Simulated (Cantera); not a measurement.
# Thermodynamics of silicon oxide and oxynitride deposition, feed HMDSO + N2O

Charge: 1 mol HMDSO, 2.8 mol N2O, equilibrated at 0.00133 bar.

Equilibrium computed with Cantera from the NASA thermochemical tables; the gas is ideal and each condensed phase is pure. Candidate condensed phases: C, C6H6, C7H8, C8H18, H2O, Si, SiC, SiO2, Si2N2O, Si3N4; 151 gas species. The feed counts by its element totals alone. Mutual solubility and eutectic melting of coexisting phases are not modelled. Kinetics and transport are ignored.

```json
[
 {"T (K)": "723", "x H2": "0.762", "x N2": "0.234", "x CO": "5.01e-6", "x CH4": "0.00413", "x H2O": "1.04e-6", "x HCN": "4.64e-9", "n C(graphite)": "5.95", "n SiO2(α-quartz)": "1.87", "n Si2N2O(s)": "0.0667", "n SiO2(β-quartz)": "0"},
 {"T (K)": "748", "x H2": "0.764", "x N2": "0.234", "x CO": "1.36e-5", "x CH4": "0.00258", "x H2O": "1.34e-6", "x HCN": "9.77e-9", "n C(graphite)": "5.97", "n SiO2(α-quartz)": "1.87", "n Si2N2O(s)": "0.0667", "n SiO2(β-quartz)": "0"},
 {"T (K)": "773", "x H2": "0.765", "x N2": "0.233", "x CO": "3.48e-5", "x CH4": "0.00165", "x H2O": "1.69e-6", "x HCN": "1.96e-8", "n C(graphite)": "5.98", "n SiO2(α-quartz)": "1.87", "n Si2N2O(s)": "0.0668", "n SiO2(β-quartz)": "0"},
 {"T (K)": "798", "x H2": "0.766", "x N2": "0.233", "x CO": "8.35e-5", "x CH4": "0.00109", "x H2O": "2.10e-6", "x HCN": "3.77e-8", "n C(graphite)": "5.99", "n SiO2(α-quartz)": "1.87", "n Si2N2O(s)": "0.0670", "n SiO2(β-quartz)": "0"},
 {"T (K)": "823", "x H2": "0.766", "x N2": "0.233", "x CO": "0.000190", "x CH4": "0.000730", "x H2O": "2.57e-6", "x HCN": "6.95e-8", "n C(graphite)": "5.99", "n SiO2(α-quartz)": "1.87", "n Si2N2O(s)": "0.0674", "n SiO2(β-quartz)": "0"},
 {"T (K)": "848", "x H2": "0.766", "x N2": "0.233", "x CO": "0.000411", "x CH4": "0.000501", "x H2O": "3.10e-6", "x HCN": "1.24e-7", "n C(graphite)": "5.99", "n SiO2(α-quartz)": "0", "n Si2N2O(s)": "0.0683", "n SiO2(β-quartz)": "1.86"},
 {"T (K)": "873", "x H2": "0.766", "x N2": "0.233", "x CO": "0.000850", "x CH4": "0.000351", "x H2O": "3.69e-6", "x HCN": "2.12e-7", "n C(graphite)": "5.99", "n SiO2(α-quartz)": "0", "n Si2N2O(s)": "0.0700", "n SiO2(β-quartz)": "1.86"},
 {"T (K)": "898", "x H2": "0.766", "x N2": "0.232", "x CO": "0.00168", "x CH4": "0.000251", "x H2O": "4.35e-6", "x HCN": "3.54e-7", "n C(graphite)": "5.98", "n SiO2(α-quartz)": "0", "n Si2N2O(s)": "0.0733", "n SiO2(β-quartz)": "1.85"},
 {"T (K)": "923", "x H2": "0.765", "x N2": "0.231", "x CO": "0.00321", "x CH4": "0.000182", "x H2O": "5.06e-6", "x HCN": "5.73e-7", "n C(graphite)": "5.96", "n SiO2(α-quartz)": "0", "n Si2N2O(s)": "0.0793", "n SiO2(β-quartz)": "1.84"},
 {"T (K)": "948", "x H2": "0.764", "x N2": "0.230", "x CO": "0.00592", "x CH4": "0.000134", "x H2O": "5.84e-6", "x HCN": "9.03e-7", "n C(graphite)": "5.93", "n SiO2(α-quartz)": "0", "n Si2N2O(s)": "0.0899", "n SiO2(β-quartz)": "1.82"},
 {"T (K)": "973", "x H2": "0.762", "x N2": "0.228", "x CO": "0.0105", "x CH4": "9.94e-5", "x H2O": "6.66e-6", "x HCN": "1.39e-6", "n C(graphite)": "5.87", "n SiO2(α-quartz)": "0", "n Si2N2O(s)": "0.108", "n SiO2(β-quartz)": "1.78"},
 {"T (K)": "998", "x H2": "0.758", "x N2": "0.224", "x CO": "0.0182", "x CH4": "7.47e-5", "x H2O": "7.50e-6", "x HCN": "2.07e-6", "n C(graphite)": "5.78", "n SiO2(α-quartz)": "0", "n Si2N2O(s)": "0.139", "n SiO2(β-quartz)": "1.72"},
 {"T (K)": "1023", "x H2": "0.751", "x N2": "0.218", "x CO": "0.0304", "x CH4": "5.65e-5", "x H2O": "8.34e-6", "x HCN": "3.01e-6", "n C(graphite)": "5.63", "n SiO2(α-quartz)": "0", "n Si2N2O(s)": "0.188", "n SiO2(β-quartz)": "1.62"}
]
```
x: gas mole fraction; n: condensed amount in mol.

From 723 K to 823 K the condensed part is C(graphite) + SiO2(α-quartz) + Si2N2O(s). From 848 K to 1023 K the condensed part is C(graphite) + SiO2(β-quartz) + Si2N2O(s).
